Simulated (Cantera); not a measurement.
# MgO + C + H2 (sublimation and decomposition of ceramics)

Input: 1 mol MgO, 0.034 mol C, 1.9 mol H2, equilibrated at 8.80 Pa.

Equilibrium computed with Cantera from the NASA thermochemical tables; the gas is ideal and each condensed phase is pure. Candidate condensed phases: C, C6H6, C7H8, C8H18, H2O, Mg, MgCO3, MgO, Mg(OH)2; 116 gas species. The tables' values for MgH are old estimates; treat these amounts as uncertain. Kinetics and transport are ignored.

```json
[
 {"T (°C)": "1502", "x H2": "0.832", "x H": "0.0281", "x Mg": "0.0702", "x H2O": "0.0537", "x O": "2.99e-6", "x OH": "0.000113", "x O2": "8.59e-8", "x CO": "0.0158", "n MgO(s)": "0.852"},
 {"T (°C)": "1577", "x H2": "0.715", "x H": "0.0486", "x Mg": "0.118", "x H2O": "0.102", "x O": "2.65e-5", "x OH": "0.000513", "x O2": "1.67e-6", "x CO": "0.0145", "n MgO(s)": "0.733"},
 {"T (°C)": "1652", "x H2": "0.553", "x H": "0.0758", "x Mg": "0.186", "x H2O": "0.169", "x O": "0.000204", "x OH": "0.00200", "x O2": "2.71e-5", "x CO": "0.0127", "n MgO(s)": "0.536"},
 {"T (°C)": "1727", "x H2": "0.368", "x H": "0.105", "x Mg": "0.264", "x H2O": "0.241", "x O": "0.00144", "x OH": "0.00688", "x O2": "0.000406", "x CO": "0.0104", "n MgO(s)": "0.245"},
 {"T (°C)": "1802", "x H2": "0.245", "x H": "0.141", "x Mg": "0.309", "x H2O": "0.265", "x O": "0.00714", "x OH": "0.0174", "x O2": "0.00330", "x CO": "0.00863", "n MgO(s)": "0"},
 {"T (°C)": "1877", "x H2": "0.218", "x H": "0.210", "x Mg": "0.290", "x H2O": "0.218", "x O": "0.0184", "x OH": "0.0271", "x O2": "0.00779", "x CO": "0.00830", "n MgO(s)": "0"},
 {"T (°C)": "1952", "x H2": "0.186", "x H": "0.298", "x Mg": "0.265", "x H2O": "0.153", "x O": "0.0393", "x OH": "0.0354", "x O2": "0.0136", "x CO": "0.00785", "n MgO(s)": "0"},
 {"T (°C)": "2027", "x H2": "0.147", "x H": "0.396", "x Mg": "0.237", "x H2O": "0.0870", "x O": "0.0691", "x OH": "0.0377", "x O2": "0.0170", "x CO": "0.00731", "n MgO(s)": "0"},
 {"T (°C)": "2102", "x H2": "0.105", "x H": "0.487", "x Mg": "0.212", "x H2O": "0.0392", "x O": "0.101", "x OH": "0.0324", "x O2": "0.0157", "x CO": "0.00679", "n MgO(s)": "0"},
 {"T (°C)": "2177", "x H2": "0.0671", "x H": "0.555", "x Mg": "0.195", "x H2O": "0.0144", "x O": "0.128", "x OH": "0.0232", "x O2": "0.0113", "x CO": "0.00640", "n MgO(s)": "0"},
 {"T (°C)": "2252", "x H2": "0.0400", "x H": "0.598", "x Mg": "0.184", "x H2O": "0.00465", "x O": "0.145", "x OH": "0.0148", "x O2": "0.00689", "x CO": "0.00617", "n MgO(s)": "0"},
 {"T (°C)": "2327", "x H2": "0.0232", "x H": "0.623", "x Mg": "0.179", "x H2O": "0.00143", "x O": "0.155", "x OH": "0.00889", "x O2": "0.00389", "x CO": "0.00603", "n MgO(s)": "0"},
 {"T (°C)": "2402", "x H2": "0.0134", "x H": "0.637", "x Mg": "0.176", "x H2O": "0.000441", "x O": "0.160", "x OH": "0.00525", "x O2": "0.00214", "x CO": "0.00596", "n MgO(s)": "0"}
]
```
x: gas mole fraction; n: condensed amount in mol.

From 1502 °C to 1727 °C the condensed part is MgO(s). From 1802 °C to 2402 °C nothing is condensed. The main Mg-bearing gas is Mg throughout.
